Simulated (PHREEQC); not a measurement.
A PHREEQC speciation (ion-association model, wateq4f.dat) at 25 °C gives pH 6.54 and these molalities:

```csv
species,mol/kgw
SO4-2,0.00139
Cd+2,0.00132
CdSO4,0.000280
Mn+2,7.42e-5
MnSO4,9.84e-6
Cd(SO4)2-2,4.28e-6
H+,3.12e-7
CdOH+,2.97e-7
OH-,3.74e-8
HSO4-,3.09e-8
```

### Question
What are the element totals, and what could have been dissolved in 1 kg of water to give them?

### Answer
Several could match; the one computed here: totals Cd 0.00160, Mn(2) 8.40e-5, S(6) 0.00168 mol/kgw, from 0.0016 mol CdSO4 and 8.4e-05 mol MnSO4 per kg of water.

This is a speciation only: nothing precipitates in the calculation.
